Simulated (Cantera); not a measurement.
An adiabatic, constant-volume homogeneous reactor starts with 15.0 % CH3OH, 15.0 % O2, 56.5 % N2, 13.5 % CO2, at 1600 K and 26000 Pa.

Computed with Cantera and GRI-Mech 3.0 (53 species, 325 reactions). GRI-Mech 3.0 was tuned for natural gas; its chemistry of methanol as a main component is partial and can be far from experiment.

Problem. Predict: time of steepest temperature rise; temperature at 2.00 s; equilibrium temperature; x(O2) at 2.00 s; x(CO2) at 2.00 s; x(O) at 2.00 s.

Solution. 
| Quantity | Result |
|---|---|
| time of steepest temperature rise | 0.275 ms |
| temperature at 2.00 s | 2652 K |
| equilibrium temperature | 2652 K |
| x(O2) at 2.00 s | 0.0103 (gas-phase equilibrium 0.0103) |
| x(CO2) at 2.00 s | 0.115 (gas-phase equilibrium 0.115) |
| x(O) at 2.00 s | 0.00419 (gas-phase equilibrium 0.00419) |
